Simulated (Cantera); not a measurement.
A perfectly stirred reactor is fed with C2H6 : H2 = 1 : 3.7 (molar parts), at 0.133 bar; it is held at 1100 K, and followed from long to short residence time.

Model: GRI-Mech 3.0 (53 species, 325 reactions), integrated in Cantera. GRI-Mech 3.0 stops at C3 and has no aromatics, soot or wall deposition, so with more carbon than oxygen in the feed, carbon stays in small species such as C2H2 where larger ones or solid carbon would form.

Problem. What does this change do: temperature 1100 to 1673 K?

Solution. 
```tsv
quantity	before	after
x(C2H6) at τ = 1.80 s	0.0274	1.58e-5
x(H2) at τ = 1.80 s	0.797	0.831
x(CH4) at τ = 1.80 s	0.0401	0.0294
x(C2H4) at τ = 1.80 s	0.128	0.00104
x(C2H2) at τ = 1.80 s	0.00696	0.138
x(C2H6) at τ = 21.0 ms	0.191	0.000737
x(H2) at τ = 21.0 ms	0.790	0.791
x(CH4) at τ = 21.0 ms	0.00234	0.0889
x(C2H4) at τ = 21.0 ms	0.0168	0.00507
x(C2H2) at τ = 21.0 ms	1.95e-5	0.113
```

Problem. What does this change do: H2 3.7 to 5.4 parts?

Solution. 
```json
[
 {"quantity": "x(C2H6) at τ = 1.80 s", "before": "0.0274", "after": "0.0206"},
 {"quantity": "x(H2) at τ = 1.80 s", "before": "0.797", "after": "0.844"},
 {"quantity": "x(CH4) at τ = 1.80 s", "before": "0.0401", "after": "0.0330"},
 {"quantity": "x(C2H4) at τ = 1.80 s", "before": "0.128", "after": "0.0971"},
 {"quantity": "x(C2H2) at τ = 1.80 s", "before": "0.00696", "after": "0.00521"},
 {"quantity": "x(C2H6) at τ = 21.0 ms", "before": "0.191", "after": "0.140"},
 {"quantity": "x(H2) at τ = 21.0 ms", "before": "0.790", "after": "0.845"},
 {"quantity": "x(CH4) at τ = 21.0 ms", "before": "0.00234", "after": "0.00191"},
 {"quantity": "x(C2H4) at τ = 21.0 ms", "before": "0.0168", "after": "0.0128"},
 {"quantity": "x(C2H2) at τ = 21.0 ms", "before": "1.95e-5", "after": "1.46e-5"}
]
```
